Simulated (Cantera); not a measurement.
A closed system holds: 1 mol SiO2, 1.1 mol HF, 10 mol H2, at 1048 K and 7.90 Pa.

Method: chemical equilibrium by Gibbs-energy minimisation in Cantera with the NASA 1993 tables (ideal gas, pure condensed phases). Candidate condensed phases: H2O, Si, SiO2; 38 gas species. Equilibrium is a limit: real reactors are often held back by kinetics, nucleation or transport.

Base state: H2 0.902, HF 0.0930, H2O 0.00310, SiF4 0.00155 (mole fractions); condensed: SiO2(β-quartz).

**Question.** What changes in the equilibrium state with this change: HF from 1.1 to 2.7 mol?

**Answer.** 
| species | before | after |
|---|---|---|
| H2 | 0.902 | 0.791 |
| HF | 0.0930 | 0.197 |
| H2O | 0.00310 | 0.00841 |
| SiF4 | 0.00155 | 0.00421 |
| SiO2(β-quartz), mol | 0.983 | 0.947 |
